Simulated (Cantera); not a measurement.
A Cantera script and what it prints.

```python
import numpy as np
import cantera as ct

gas_names = """
    H H2 Si SiH SiH2 SiH3 SiH4 Si2 Si3
""".split()
cond_names = """
    Si(cr) Si(L)
""".split()


# ... load() reads the species with a 1 bar reference pressure and builds the phases ...
atoms = {
    'Si': {'Si': 1},
    'H2': {'H': 2},
}
top_T = {}  # K; cautious upper limits of use, not melting points


# ... equilibrate(T, P, feed) seeds the gas with the atoms and calls Mixture.equilibrate('TP', solver="vcs", rtol=1e-11, max_steps=5000) ...
results = []
feed = {'Si': 1, 'H2': 1.9}  # mol
P = 13332.2  # Pa
for T in [500, 650, 800, 950, 1100, 1250, 1400, 1550, 1700]:
    mix = equilibrate(T, P, feed)
    results.append((T, P, feed, dict(zip(mix.species_names, mix.species_moles))))

top = {s: max(r[3][s] / sum(r[3][g] for g in gas_names) for r in results) for s in gas_names}
cols = sorted((s for s in top if top[s] > 0.0001), key=lambda s: -top[s])[:9]
seen = [c for c in cond_names if any(r[3].get(c, 0) > 1e-12 for r in results)]
print("log10 of partial pressures in bar; condensed amounts in mol")
print(f"{'T/K':>10s}" + "".join(f"{s[:9]:>10s}" for s in cols + seen))
for T, P, feed, n in results:
    ng = sum(n[g] for g in gas_names)
    print(f"{T:10.4g}" + "".join(f"{np.log10(max(n[s] / ng * P / 1e5, 1e-99)):10.3f}" for s in cols)
          + "".join(f"{n.get(c, 0):10.4g}" for c in seen))
```

It prints:

```
log10 of partial pressures in bar; condensed amounts in mol
       T/K        H2         H    Si(cr)     Si(L)
       500    -0.875   -20.595         1         0
       650    -0.875   -15.299         1         0
       800    -0.875   -11.976         1         0
       950    -0.875    -9.692         1         0
      1100    -0.875    -8.025         1         0
      1250    -0.875    -6.753         1         0
      1400    -0.875    -5.751         1         0
      1550    -0.875    -4.939         1         0
      1700    -0.875    -4.269         0         1
```

Equilibrium computed with Cantera from the NASA thermochemical tables; the gas is ideal and each condensed phase is pure. Gases not in the tables: Si2H6 and higher silanes.
